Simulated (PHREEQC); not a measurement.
Consider water at 25 °C with 0.00011 mol KHSO4, 0.00035 mol NaNO3 and 0.12 mol Zn(NO3)2 per kg of water. Closed to the air; pH follows from the charge balance.

Computed with PHREEQC (ion-association model, wateq4f.dat).

Precipitation was switched off in this run.

Question: What pH, activity of water does the model give?

Answer: pH 4.07; activity of water 0.994.

Question: In which forms is S present?

Answer: ZnSO4 62 %, SO4-2 37 % of the S.
